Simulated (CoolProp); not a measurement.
A single-stage vapour-compression cycle with R1224YDZ: evaporating at 241.15 K (dew point), condensing at 308.15 K (bubble point), superheat 8 K, subcooling 0 K, compressor efficiency 0.9, no pressure losses. Each further row changes one setting.

The numbers come from the reference Helmholtz-energy equation of state, Akasaka 2023 in CoolProp.

```csv
case,cooling COP,pressure ratio,discharge temperature (K),refrigerating effect (kJ/kg),volumetric capacity (kJ/m³)
as stated,2.42,19.3,323.3,122,95.0
evaporating temperature 246.15 K,2.74,14.4,321.5,125,128
condensing temperature 303.15 K,2.70,16.3,318.8,128,99.5
subcooling 5 K,2.53,19.3,323.3,128,99.5
superheat 18 K,2.45,19.3,333.6,129,96.2
compressor efficiency 0.8,2.15,19.3,330.6,122,95.0
```
